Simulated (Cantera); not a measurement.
## C3H6 + NH3 (carbon deposition, reforming and gasification)

Charge: 1 mol C3H6, 2.5 mol NH3, at 1073 K and 720000 Pa.

These are equilibrium values from Cantera (NASA tables, ideal gas, pure condensed phases), not measurements of a reactor. Candidate condensed phases: C, C6H6, C7H8, C8H18; 92 gas species. The numbers say what is thermodynamically allowed, not how fast it happens.

x(H2): 0.671
x(N2): 0.179
x(CH4): 0.149
x(NH3): 0.000621
x(C2H6): 1.06e-5
x(HCN): 5.35e-6
x(C2H4): 2.61e-6
n(C(graphite)): 1.96 mol
gas amount: 6.959 mol
